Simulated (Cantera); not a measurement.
What does this Cantera script print?

```python
import numpy as np
import cantera as ct

gas = ct.Solution("gri30.yaml")


def delay(T, t_max=10):
    gas.TPX = T, 120000, {'CH4': 1, 'CO': 0.052, 'O2': 1.13, 'N2': 6.64}
    reactor = ct.IdealGasConstPressureReactor(gas, clone=False)
    net = ct.ReactorNet([reactor])
    net.rtol, net.atol = 1e-8, 1e-16
    while net.time < t_max:
        t_old, T_old = net.time, reactor.T
        net.step()
        if reactor.T > T + 400:  # ignition: a rise of 400 K
            return t_old + (T + 400 - T_old) / (reactor.T - T_old) * (net.time - t_old)
    return np.nan


taus = []
for T in [1225, 1300, 1375, 1450, 1525, 1600, 1675, 1750, 1825, 1900]:
    taus.append(delay(T))
    print(f"T0 = {T:6g} K   tau = {taus[-1]:.4e} s")
```

Output:

```
T0 =   1225 K   tau = 6.1964e-02 s
T0 =   1300 K   tau = 2.2379e-02 s
T0 =   1375 K   tau = 8.5745e-03 s
T0 =   1450 K   tau = 3.4803e-03 s
T0 =   1525 K   tau = 1.5097e-03 s
T0 =   1600 K   tau = 7.0805e-04 s
T0 =   1675 K   tau = 3.6149e-04 s
T0 =   1750 K   tau = 2.0043e-04 s
T0 =   1825 K   tau = 1.1957e-04 s
T0 =   1900 K   tau = 7.5844e-05 s
```

Model: GRI-Mech 3.0 (53 species, 325 reactions), integrated in Cantera.
